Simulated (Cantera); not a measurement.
**Ignition delay**

Mixture: CH4 : O2 : N2 = 1 : 3.45 : 13 (molar parts), equivalence ratio 0.58, at 1.00 bar, adiabatic and at constant volume. Ignition delay is the time to a rise of 400 K.

Computed with Cantera and GRI-Mech 3.0 (53 species, 325 reactions).

```tsv
T0 (K)	delay (ms)
1225	23.4
1275	11.9
1325	6.26
1375	3.44
1425	1.98
1475	1.19
```

The apparent activation energy between 1375 and 1475 K comes out as 180 kJ/mol.
